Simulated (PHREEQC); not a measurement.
0.011 g of hydrous ferric oxide (600 m²/g; 0.2 weak and 0.005 strong sites per Fe, Dzombak-Morel constants, diffuse double layer) in 1 kg of water with 0.3 mol/kgw of an inert sodium salt, at 25 °C; the pH is set by adding NaOH or the inert anion's acid. O2 is buffered at 0.21 atm. CO2 from the air is kept out. No solid was allowed to form.

Model: ion-association model, wateq4f.dat, run in PHREEQC.

Question: Predict surface charge σ (C/m²), surface potential ψ (mV) at pH = 3.5, 8.

Answer: 
```
pH   surface charge σ (C/m²)  surface potential ψ (mV)
---  -----------------------  ------------------------
3.5                    0.363                       125
8                      0.006                         5
```

Complexes and solids missing from the database can't appear. The oxide is taken as insoluble; below pH 4 it would dissolve.
